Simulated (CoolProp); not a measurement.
The numbers come from the reference Helmholtz-energy equation of state, Bücker 2006 in CoolProp.

Problem. For ethane, give the phase and the cp (kJ/(kg K)), viscosity (µPa s) at 70.75 °C and 101 kPa; 86.45 °C and 101 kPa; 117.85 °C and 101 kPa.

Solution. 
- 70.75 °C and 101 kPa: gas; cp 1.94, viscosity 10.7
- 86.45 °C and 101 kPa: gas; cp 2.01, viscosity 11.1
- 117.85 °C and 101 kPa: gas; cp 2.14, viscosity 12.0

Viscosity comes from a separate model (Friend 1991).
